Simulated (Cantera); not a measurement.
Charge: 1 mol HI, 0.25 mol O2, 0.58 mol H2, at 1773 K and 0.0100 bar.

These are equilibrium values from Cantera (NASA tables, ideal gas, pure condensed phases), not measurements of a reactor. Candidate condensed phases: H2O, I2; 12 gas species. Equilibrium is a limit: real reactors are often held back by kinetics, nucleation or transport.

Base state: I 0.459, H2 0.268, H2O 0.243, HI 0.0276, H 0.00147, I2 0.000204, OH 8.29e-5 (mole fractions); condensed: gas only.

Problem. What changes in the equilibrium state with this change: O2 from 0.25 to 0.053 mol?

Solution. 
| species | before | after |
|---|---|---|
| H2 | 0.268 | 0.457 |
| I | 0.459 | 0.453 |
| H2O | 0.243 | 0.0518 |
| HI | 0.0276 | 0.0356 |
| OH | 8.29e-5 | 1.35e-5 |
| H | 0.00147 | 0.00192 |
